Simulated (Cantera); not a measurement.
A closed system holds: 1 mol B2H6, 1.1 mol O2, equilibrated at 2100 °C and 50.0 Pa.

Cantera equilibrium calculation (NASA polynomials, part measured and part estimated; ideal gas, pure solids and liquids). Candidate condensed phases: B, B2O3, B3O3H3, H2O; 23 gas species. The feed counts by its element totals alone. Rates play no part.

Base state: H 0.351, H2 0.316, BO 0.273, HBO 0.0231, HBO2 0.0149, B2O3 0.0114, BO2 0.00353, H2O 0.00336 (mole fractions); condensed: gas only.

Task: What changes in the equilibrium state with this change: O2 from 1.1 to 3.3 mol?

Result: 
| species | before | after |
|---|---|---|
| H | 0.351 | 0.192 |
| H2O | 0.00336 | 0.183 |
| HBO2 | 0.0149 | 0.169 |
| BO | 0.273 | 0.0310 |
| H2 | 0.316 | 0.0944 |
| O2 | 2.18e-6 | 0.0728 |
| O | 0.000495 | 0.0905 |
| OH | 0.000663 | 0.0661 |
| BO2 | 0.00353 | 0.0732 |
| HBO | 0.0231 | 0.00144 |
| B2O3 | 0.0114 | 0.0268 |
| B2O2 | 0.00289 | 3.73e-5 |
